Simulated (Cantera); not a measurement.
An isothermal, constant-pressure homogeneous reactor starts with 31.2 % CH₄, 65.4 % CO₂, 3.43 % H₂, at 1723 K and 0.310 bar.

Detailed kinetics in Cantera: GRI-Mech 3.0 (53 species, 325 reactions).

Predict: x(CH₄) at 2.00 s; x(CO₂) at 2.00 s; x(H₂) at 2.00 s; x(C₂H) at 2.00 s.


```
Quantity                                           Result
----------------  ---------------------------------------
x(CH₄) at 2.00 s  0.00307 (gas-phase equilibrium 2.99e-9)
x(CO₂) at 2.00 s    0.0819 (gas-phase equilibrium 0.0750)
x(H₂) at 2.00 s       0.256 (gas-phase equilibrium 0.269)
x(C₂H) at 2.00 s   1.74e-8 (gas-phase equilibrium <1e-12)
```
